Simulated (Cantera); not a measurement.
Cantera run, input and output.

```python
import numpy as np
import cantera as ct

gas = ct.Solution("h2o2.yaml")
gas.TPX = 875, 11000, {'H2': 1.9, 'O2': 1, 'N2': 2.4}
reactor = ct.IdealGasConstPressureReactor(gas, energy="off", clone=False)
net = ct.ReactorNet([reactor])
net.rtol, net.atol = 1e-08, 1e-18
show = ['H2', 'O2', 'HO2', 'H2O2', 'H2O', 'H', 'OH']
times = np.geomspace(0.0006, 3, 9)

steps = ct.SolutionArray(gas, extra=["t"])
rows = []
print(f"{'t/s':>10s}{'T/K':>9s}{'P/Pa':>11s}" + "".join(f"{s:>11s}" for s in show))
for t in times:
    while net.time < t:
        t_next = net.step()
        steps.append(gas.state, t=t_next)
    rows.append([np.interp(t, steps.t, y) for y in (steps.T, steps.P, *steps(*show).X.T)])
    print(f"{t:10.3e}{rows[-1][0]:9.1f}{rows[-1][1]:11.4g}" + "".join(f"{x:11.3e}" for x in rows[-1][2:]))
rate = np.gradient(steps.T, steps.t)
print("integrator steps:", len(steps.t))
if steps.T.max() > steps.T[0] + 200:
    print(f"time of steepest temperature rise: {steps.t[rate.argmax()]:.4e} s")
gas.TPX = 875, 11000, {'H2': 1.9, 'O2': 1, 'N2': 2.4}
gas.equilibrate("TP")
print(f"equilibrium (TP): T = {gas.T:.1f} K  " + "  ".join(f"{s} {gas[s].X[0]:.3e}" for s in show))
```

It prints:

```
       t/s      T/K       P/Pa         H2         O2        HO2       H2O2        H2O          H         OH
 6.000e-04    875.0    1.1e+04  3.585e-01  1.887e-01  2.427e-10  2.392e-13  5.291e-10  3.853e-10  7.156e-12
 1.740e-03    875.0    1.1e+04  3.585e-01  1.887e-01  8.029e-08  8.377e-11  2.412e-07  1.490e-07  2.780e-09
 5.045e-03    875.0    1.1e+04  9.220e-02  5.978e-02  2.545e-05  8.442e-07  3.122e-01  1.397e-02  7.063e-04
 1.463e-02    875.0    1.1e+04  1.944e-02  2.115e-02  1.077e-05  2.636e-07  4.128e-01  3.420e-04  4.376e-05
 4.243e-02    875.0    1.1e+04  1.169e-02  1.727e-02  8.725e-06  5.991e-07  4.225e-01  3.685e-05  6.965e-06
 1.230e-01    875.0    1.1e+04  9.671e-03  1.627e-02  7.759e-06  3.232e-06  4.250e-01  1.887e-06  4.075e-07
 3.568e-01    875.0    1.1e+04  9.515e-03  1.619e-02  5.441e-06  8.897e-06  4.252e-01  1.797e-07  3.569e-08
 1.035e+00    875.0    1.1e+04  9.076e-03  1.597e-02  6.452e-06  1.525e-05  4.257e-01  3.890e-07  8.569e-08
 3.000e+00    875.0    1.1e+04  7.500e-03  1.519e-02  6.081e-06  1.511e-05  4.276e-01  3.539e-07  9.104e-08
integrator steps: 1963
equilibrium (TP): T = 875.0 K  H2 1.540e-11  O2 1.149e-02  HO2 1.292e-11  H2O2 7.051e-12  H2O 4.368e-01  H 5.973e-16  OH 1.243e-08
```

Model: the H2/O2 subset of GRI-Mech 3.0, which has no nitrogen chemistry, integrated in Cantera. Radical loss at walls, strong at low pressure, is not modelled. Below about 950 K walls govern HO2 and H2O2 in real vessels. The temperature is held fixed by assumption; the heat of reaction is taken as removed at once.
